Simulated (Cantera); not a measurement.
Input: 1 mol V2O3, 2.6 mol H2, equilibrated at 1623 K and 0.00420 bar.

Cantera equilibrium calculation (NASA polynomials, part measured and part estimated; ideal gas, pure solids and liquids). Candidate condensed phases: H2O, V, VO, V2O3, V2O4, V2O5; 12 gas species. Mutual solubility and eutectic melting of coexisting phases are not modelled. VO: taken at fixed stoichiometry. Condensed phases not in the tables: the oxides between V2O3 and V2O5 other than VO2. Equilibrium is a limit: real reactors are often held back by kinetics, nucleation or transport.

What is the equilibrium state?


```
Quantity                                Result
----------------------------------  ----------
x(H2)                                    0.992
x(H2O)                                 0.00681
x(H)                                   0.00106
x(VO2)                                 2.25e-6
n(VO(s))                            0.0354 mol
n(V2O3(s))                           0.982 mol
gas amount                           2.601 mol
log10 activity of V(s) (absent)          -2.29
log10 activity of V2O5(l) (absent)      -10.99
```
